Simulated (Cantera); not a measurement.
# Thermodynamics of chlorosilane synthesis and conversion, feed Si + Cl2 + H2

A closed system holds: 1 mol Si, 1.8 mol Cl2, 1.8 mol H2, held at 1123 K and 0.110 bar.

Equilibrium computed with Cantera from the NASA thermochemical tables; the gas is ideal and each condensed phase is pure. Candidate condensed phases: Si; 19 gas species. The tables' values for SiCl3 are old estimates; treat these amounts as uncertain. Rates play no part.

- x(H2): 0.608
- x(SiCl4): 0.262
- x(HCl): 0.0526
- x(SiHCl3): 0.0520
- x(SiCl3): 0.0143
- x(SiCl2): 0.00963
- x(SiH2Cl2): 0.00126
- x(SiH3Cl): 8.17e-6
- n(Si(s)): 0.0759 mol
- gas amount: 2.722 mol
